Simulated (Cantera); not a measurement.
A closed system holds: 1 mol CHF3, 0.015 mol F2, 9.9 mol H2, equilibrated at 100 Torr.

Cantera equilibrium calculation (NASA polynomials, part measured and part estimated; ideal gas, pure solids and liquids). Candidate condensed phases: C, C6H6, C7H8, C8H18; 95 gas species. The numbers say what is thermodynamically allowed, not how fast it happens.

x: gas mole fraction; n: condensed amount in mol.

```csv
T (°C),x H2,x H,x HF,x CH4,x C2H2 (acetylene),n C(graphite)
577,0.695,4.68e-11,0.265,0.0401,6.63e-12,[?]
777,0.740,1.91e-8,0.255,0.00418,3.06e-9,0.950
977,0.745,1.14e-6,0.255,0.000813,1.88e-7,0.990
1177,0.745,2.24e-5,0.254,0.000245,3.63e-6,0.997
1377,0.745,0.000215,0.254,9.84e-5,3.40e-5,0.998
1577,0.744,0.00127,0.254,4.84e-5,0.000195,0.995
1777,0.740,0.00535,0.254,2.72e-5,0.000786,0.981
1977,0.728,0.0174,0.252,1.67e-5,0.00244,0.941
2177,0.699,0.0460,0.248,1.06e-5,0.00610,[?]
2377,0.643,0.103,0.241,6.59e-6,0.0126,[?]
2577,0.550,0.198,0.228,3.72e-6,0.0216,[?]
2777,0.427,0.329,0.210,1.62e-6,0.0248,0
2977,0.300,0.482,0.186,4.50e-7,0.0136,0
3177,0.184,0.619,0.162,8.93e-8,0.00503,0
```

### Question
Fill in the missing entries.

### Answer

- 577, n C(graphite): 0.540
- 2177, n C(graphite): 0.849
- 2377, n C(graphite): 0.670
- 2577, n C(graphite): 0.358
